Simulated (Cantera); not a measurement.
# Thermodynamics of silicon epitaxy and polysilicon growth, feed SiH2Cl2 + HCl + N2

Charge: 1 mol SiH2Cl2, 0.19 mol HCl, 13 mol N2, at 14000 Pa.

Equilibrium computed with Cantera from the NASA thermochemical tables; the gas is ideal and each condensed phase is pure. Candidate condensed phases: NH4Cl, Si, Si3N4; 28 gas species. N2 is the only nitrogen source here; it is nearly inert below about 1500 K, so the nitride shown seldom forms there in practice. The tables' values for SiCl3 are old estimates; treat these amounts as uncertain. Kinetics and transport are ignored.

From 875 K to 1625 K the condensed part is Si3N4(s). The main Si-bearing gas is SiCl4 at 875 K and SiCl2 at 1625 K. The share of Si in condensed phases is highest at 1250 K (81.3 %) and lowest at 1625 K (60.4 %).

```
T (K)   x N2   x HCl    x H2   x SiCl2  x SiCl4  n Si3N4(s)
-----  -----  ------  ------  --------  -------  ----------
875    0.865  0.0865  0.0326   1.07e-9   0.0163       0.255
950    0.864  0.0904  0.0305   2.23e-8   0.0153       0.260
1025   0.863  0.0937  0.0289   2.96e-7   0.0144       0.264
1100   0.862  0.0964  0.0275   2.74e-6   0.0137       0.267
1175   0.862  0.0986  0.0264   1.89e-5   0.0130       0.269
1250   0.861   0.100  0.0255  0.000102   0.0123       0.271
1325   0.861   0.101  0.0248  0.000450   0.0114       0.271
1400   0.860   0.102  0.0247   0.00162  0.00997       0.267
1475   0.859  0.0998  0.0253   0.00477  0.00771       0.256
1550   0.857  0.0949  0.0274    0.0111  0.00476       0.234
1625   0.856  0.0860  0.0313    0.0202  0.00219       0.201
```
x: gas mole fraction; n: condensed amount in mol.
